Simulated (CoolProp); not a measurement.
Values from CoolProp's reference Helmholtz-energy equation of state, Schroeder 2014.

### Question
For ethanol, give the phase and the density (kg/m³), speed of sound (m/s), viscosity (µPa s), Prandtl number at 182.45 °C and 4600 kPa.

### Answer
- 182.45 °C and 4600 kPa: liquid; density 604, speed of sound 591, viscosity 121, Prandtl number 3.61

Viscosity comes from a separate model (Kiselev 2005). Thermal conductivity comes from a separate model (Assael 2013).
